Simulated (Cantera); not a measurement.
Input: 1 mol SiH2Cl2, 0.46 mol O3, 2.5 mol N2, held at 873.15 K and 0.000280 bar.

Method: chemical equilibrium by Gibbs-energy minimisation in Cantera with the NASA 1993 tables (ideal gas, pure condensed phases). Candidate condensed phases: H2O, NH4Cl, Si, SiO2, Si2N2O, Si3N4; 47 gas species. N2 is the only nitrogen source here; it is nearly inert below about 1500 K, so the nitride shown seldom forms there in practice. Equilibrium is a limit: real reactors are often held back by kinetics, nucleation or transport.

Base state: N2 0.538, HCl 0.448, H2 0.00906, SiCl4 0.00453 (mole fractions); condensed: SiO2(β-quartz) + Si2N2O(s).

Problem. What changes in the equilibrium state with this change: O3 from 0.46 to 3.7 mol?

Solution. 
```csv
species,before,after
O2,<1e-9,0.498
N2,0.538,0.279
HCl,0.448,0.184
Cl2,<1e-9,0.0194
H2O,3.44e-8,0.0196
SiCl4,0.00453,<1e-9
H2,0.00906,<1e-9
Cl,1.31e-8,0.000370
"SiO2(β-quartz), mol",0.593,1.00
"Si2N2O(s), mol",0.194,0
```
